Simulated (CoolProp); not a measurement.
The fluid at 298.15 K and 10 MPa is throttled through a valve to 6.16 MPa with no heat exchange. The same conditions are run with several fluids, on thermodynamics alone (safety and materials aside).

Computed with CoolProp (reference Helmholtz-energy equation of state of each fluid (R245ca: Zhou 2016; sulfur hexafluoride: Guder 2009; R113: Marx 1992; R410A: Lemmon 2003; vinyl chloride: Thol 2022)). Blends and air are pseudo-pure fits.

Task: Rank R245ca, sulfur hexafluoride, R113, R410A, vinyl chloride by temperature change (K), highest first.

Result: R113 (+1.6), vinyl chloride (+1.2), R245ca (+1.0), R410A (-0.2), sulfur hexafluoride (-0.9)

| fluid | final density (kg/m³) |
|---|---|
| R245ca | 1400 |
| sulfur hexafluoride | 1460 |
| R113 | 1580 |
| R410A | 1100 |
| vinyl chloride | 909 |
